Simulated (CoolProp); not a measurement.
Vapour-liquid equilibrium of m-xylene (1) + n-nonane (2) at 512.5 K; x and y are mole fractions of (1).

Model: multi-fluid Helmholtz-energy mixture model, Zhou 2012 and Lemmon 2006; pair parameters Bell 2016, in CoolProp.

```json
[
 {"x": "0.05", "bubble pressure (MPa)": "0.6810", "y at the bubble point": "0.067", "dew pressure at overall composition x (MPa)": "0.6768", "liquid density (mol/L)": "4.071"},
 {"x": "0.125", "bubble pressure (MPa)": "0.7042", "y at the bubble point": "0.160", "dew pressure at overall composition x (MPa)": "0.6954", "liquid density (mol/L)": "4.175"},
 {"x": "0.2", "bubble pressure (MPa)": "0.7254", "y at the bubble point": "0.246", "dew pressure at overall composition x (MPa)": "0.7140", "liquid density (mol/L)": "4.285"},
 {"x": "0.275", "bubble pressure (MPa)": "0.7447", "y at the bubble point": "0.327", "dew pressure at overall composition x (MPa)": "0.7323", "liquid density (mol/L)": "4.402"},
 {"x": "0.35", "bubble pressure (MPa)": "0.7619", "y at the bubble point": "0.402", "dew pressure at overall composition x (MPa)": "0.7501", "liquid density (mol/L)": "4.526"},
 {"x": "0.425", "bubble pressure (MPa)": "0.7773", "y at the bubble point": "0.474", "dew pressure at overall composition x (MPa)": "0.7669", "liquid density (mol/L)": "4.659"},
 {"x": "0.5", "bubble pressure (MPa)": "0.7907", "y at the bubble point": "0.543", "dew pressure at overall composition x (MPa)": "0.7825", "liquid density (mol/L)": "4.801"},
 {"x": "0.575", "bubble pressure (MPa)": "0.8023", "y at the bubble point": "0.611", "dew pressure at overall composition x (MPa)": "0.7964", "liquid density (mol/L)": "4.952"},
 {"x": "0.65", "bubble pressure (MPa)": "0.8120", "y at the bubble point": "0.677", "dew pressure at overall composition x (MPa)": "0.8082", "liquid density (mol/L)": "5.113"},
 {"x": "0.725", "bubble pressure (MPa)": "0.8197", "y at the bubble point": "0.743", "dew pressure at overall composition x (MPa)": "0.8178", "liquid density (mol/L)": "5.286"},
 {"x": "0.8", "bubble pressure (MPa)": "0.8255", "y at the bubble point": "0.810", "dew pressure at overall composition x (MPa)": "0.8247", "liquid density (mol/L)": "5.470"},
 {"x": "0.875", "bubble pressure (MPa)": "0.8292", "y at the bubble point": "0.879", "dew pressure at overall composition x (MPa)": "0.8290", "liquid density (mol/L)": "5.668"},
 {"x": "0.95", "bubble pressure (MPa)": "0.8306", "y at the bubble point": "0.950", "dew pressure at overall composition x (MPa)": "0.8306", "liquid density (mol/L)": "5.880"}
]
```

No azeotrope shows between x = 0.05 and 0.95.

The pair parameters rest on a limited set of measurements; away from them the model extrapolates.
